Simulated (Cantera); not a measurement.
## Ignition delay

Mixture: CH4 : O2 : N2 = 0.55 : 3.17 : 11.9 (molar parts), equivalence ratio 0.35, at 1.01 bar, adiabatic and at constant pressure. Ignition delay is the time to a rise of 400 K.

Cantera simulation using GRI-Mech 3.0 (53 species, 325 reactions); the numbers are that mechanism's predictions, not measurements.

```json
[
 {"T0 (K)": "1000", "delay (ms)": "648"},
 {"T0 (K)": "1075", "delay (ms)": "178"},
 {"T0 (K)": "1150", "delay (ms)": "54.5"},
 {"T0 (K)": "1225", "delay (ms)": "18.4"},
 {"T0 (K)": "1300", "delay (ms)": "6.88"},
 {"T0 (K)": "1375", "delay (ms)": "2.86"}
]
```

The apparent activation energy between 1225 and 1375 K comes out as 170 kJ/mol.
